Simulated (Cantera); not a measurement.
Charge: 1 mol Si3N4, 0.0056 mol H2O, 2.6 mol N2, at 32.0 Pa.

Equilibrium computed with Cantera from the NASA thermochemical tables; the gas is ideal and each condensed phase is pure. Candidate condensed phases: H2O, Si, SiO2, Si2N2O, Si3N4; 35 gas species. Mutual solubility and eutectic melting of coexisting phases are not modelled. The numbers say what is thermodynamically allowed, not how fast it happens.

**Question.** Which condensed phases are stable at each of these points (T (°C)): 1152, 1202, 1252, 1302, 1352, 1402, 1452, 1502?

**Answer.** 
```csv
T (°C),condensed phases,Si condensed (%)
1152,Si2N2O(s) + Si3N4(s),100.0
1202,Si2N2O(s) + Si3N4(s),99.9
1252,Si3N4(s),99.8
1302,Si3N4(s),99.8
1352,Si(s),99.7
1402,Si(s),99.6
1452,Si(l),99.3
1502,Si(l),98.7
```

From 1152 °C to 1202 °C the condensed part is Si2N2O(s) + Si3N4(s). From 1252 °C to 1302 °C the condensed part is Si3N4(s). From 1352 °C to 1402 °C the condensed part is Si(s). From 1452 °C to 1502 °C the condensed part is Si(l).
